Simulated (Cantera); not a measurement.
## Premixed flame

A freely propagating, adiabatic, planar premixed flame of 16.1 % CO, 22.5 % H2, 12.9 % O2, 48.5 % N2, equivalence ratio 1.5, unburnt at 625 K and 0.240 bar; multicomponent+Soret transport, grid criteria slope 0.08 and curve 0.16, no radiation.

Cantera simulation using GRI-Mech 3.0 (53 species, 325 reactions); the numbers are that mechanism's predictions, not measurements. Burning velocities carry a grid error of a few per cent, more on coarse grids.

| z (mm) | T (K) | u (m/s) | x CO | x H2 | x O2 | x OH | x HO2 | x O |
|---|---|---|---|---|---|---|---|---|
| -10.1 | 625 | 5.69 | 0.161 | 0.225 | 0.129 | <1e-8 | <1e-8 | <1e-8 |
| -6.76 | 625 | 5.69 | 0.161 | 0.225 | 0.129 | <1e-8 | <1e-8 | <1e-8 |
| -5.07 | 625 | 5.69 | 0.161 | 0.225 | 0.129 | <1e-8 | <1e-8 | <1e-8 |
| -3.38 | 625 | 5.69 | 0.161 | 0.225 | 0.129 | <1e-8 | 4.13e-7 | <1e-8 |
| -1.69 | 631 | 5.74 | 0.161 | 0.223 | 0.129 | 2.07e-5 | 6.70e-5 | 7.40e-6 |
| -0.844 | 755 | 6.76 | 0.161 | 0.201 | 0.125 | 0.000311 | 4.79e-5 | 0.000287 |
| 0 | 1152 | 10.1 | 0.150 | 0.100 | 0.0788 | 0.00301 | 1.79e-5 | 0.00759 |
| 0.844 | 1440 | 12.5 | 0.120 | 0.0445 | 0.0278 | 0.00701 | 5.22e-6 | 0.0139 |
| 1.69 | 1568 | 13.5 | 0.103 | 0.0469 | 0.0190 | 0.00880 | 3.03e-6 | 0.0132 |
| 3.38 | 1703 | 14.5 | 0.0953 | 0.0516 | 0.0151 | 0.0106 | 2.05e-6 | 0.0118 |
| 6.76 | 1844 | 15.5 | 0.0992 | 0.0525 | 0.0131 | 0.0122 | 1.57e-6 | 0.0100 |
| 13.5 | 1993 | 16.5 | 0.103 | 0.0518 | 0.0108 | 0.0132 | 1.16e-6 | 0.00774 |
| 27.0 | 2139 | 17.6 | 0.105 | 0.0501 | 0.00803 | 0.0130 | 8.24e-7 | 0.00531 |
x: mole fraction of selected species; z is measured from the peak of heat release.

* **laminar burning velocity**: 569 cm/s
* **thermal thickness**: 3.38 mm
* **peak x(OH)**: 0.0133
* **peak x(HO2)**: 6.95e-5
* **peak x(O)**: 0.0139
* **grid points**: 148
